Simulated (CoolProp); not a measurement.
CF4 (R14) along the isobar 795 kPa: density (kg/m³) from the reference equation and from simpler models built on Tc = 227.4 K, pc = 3762 kPa, ω = 0.178; each cubic takes its own stable root.

Computed with CoolProp (reference Helmholtz-energy equation of state, Platzer 1990). This equation is an older, rougher fit; its heat capacities, sound speeds and derivatives of the liquid may be far off and weren't checked against measurements.

| T (K) | phase | reference |
|---|---|---|
| 173.8 | liquid | 1439 |
| 188 | gas | 52.40 |
| 202.2 | gas | 46.89 |
| 216.5 | gas | 42.66 |
| 230.7 | gas | 39.30 |
| 244.9 | gas | 36.51 |
| 259.1 | gas | 34.13 |
| 273.3 | gas | 32.08 |
| 287.5 | gas | 30.29 |
| 301.7 | gas | 28.70 |
| 316 | gas | 27.27 |
| 330.2 | gas | 25.99 |
| 344.4 | gas | 24.84 |
| 358.6 | gas | 23.79 |
| 372.8 | gas | 22.82 |

Q: How far does each simpler model (van der Waals, Redlich-Kwong, Soave-Redlich-Kwong, Peng-Robinson) lie from the reference over these 15 states: mean and median of the absolute difference, and the worst?

A: 
- van der Waals: mean 7.2 %, median 0.5 %, worst -96.1 % at 173.8 K and 795 kPa
- Redlich-Kwong: mean 0.7 %, median 0.3 %, worst -6.6 % at 173.8 K and 795 kPa
- Soave-Redlich-Kwong: mean 0.4 %, median 0.1 %, worst -3.6 % at 173.8 K and 795 kPa
- Peng-Robinson: mean 1.2 %, median 0.5 %, worst +9.2 % at 173.8 K and 795 kPa

At some of these states van der Waals gives the other phase, because its saturation line lies elsewhere.
